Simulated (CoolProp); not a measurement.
Nitrogen along the isotherm 136.9 K: density (kg/m³) from the reference equation and from simpler models built on Tc = 126.2 K, pc = 3.396 MPa, ω = 0.037; each cubic takes its own stable root.

Values from CoolProp's reference Helmholtz-energy equation of state, Span 2000.

| p (MPa) | phase | reference | ideal gas | Redlich-Kwong | Peng-Robinson |
|---|---|---|---|---|---|
| 3.77 | supercritical | 148.6 | 92.78 | 149.4 | 155.9 |
| 7.55 | supercritical | 469.1 | 185.8 | 433.8 | 470.9 |
| 11.3 | supercritical | 542.4 | 278.1 | 518.8 | 570.0 |
| 15.1 | supercritical | 582.6 | 371.6 | 568.9 | 627.5 |
| 18.9 | supercritical | 611.0 | 465.1 | 604.6 | 668.2 |
| 22.6 | supercritical | 632.7 | 556.2 | 631.9 | 699.1 |
| 26.4 | supercritical | 651.3 | 649.7 | 655.0 | 725.0 |
| 30.2 | supercritical | 667.2 | 743.3 | 674.5 | 746.9 |
| 34 | supercritical | 681.2 | 836.8 | 691.4 | 765.8 |
